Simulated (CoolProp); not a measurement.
Properties of dodecamethylcyclohexasiloxane (D6) along the isobar 0.101 MPa.

Values from CoolProp's reference Helmholtz-energy equation of state, Colonna 2008. It is a short technical equation, of lower accuracy than the large ones.

```
T (K)   phase  speed of sound (m/s)  expansivity (1/kK)
-----  ------  --------------------  ------------------
499.2  liquid                 350.0                 [?]
505    liquid                 340.1               1.952
510.7  liquid                 330.2                 [?]
516.5  liquid                   [?]               2.089
522.2     gas                 89.92                 [?]
528       gas                   [?]               2.547
533.7     gas                   [?]               2.492
539.5     gas                 92.47                 [?]
545.2     gas                 93.27               2.389
551       gas                 94.07               2.342
556.7     gas                 94.84                 [?]
562.5     gas                 95.62               2.254
568.2     gas                 96.36               2.214
574       gas                 97.11               2.175
579.7     gas                 97.83               2.138
```

Q: Some entries are withheld; supply them.

A: 
- 499.2, expansivity (1/kK): 1.892
- 510.7, expansivity (1/kK): 2.017
- 516.5, speed of sound (m/s): 320.1
- 522.2, expansivity (1/kK): 2.608
- 528, speed of sound (m/s): 90.79
- 533.7, speed of sound (m/s): 91.63
- 539.5, expansivity (1/kK): 2.439
- 556.7, expansivity (1/kK): 2.297
